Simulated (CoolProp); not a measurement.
Computed with CoolProp (reference Helmholtz-energy equation of state, Thol 2016).

For hexamethyldisiloxane (MM), give the phase and the Joule-Thomson coefficient (K/MPa) at 548.3 K and 0.0125 MPa; 561.9 K and 5.35 MPa.


- 548.3 K and 0.0125 MPa: gas; Joule-Thomson coefficient 7.23
- 561.9 K and 5.35 MPa: supercritical; Joule-Thomson coefficient 1.81
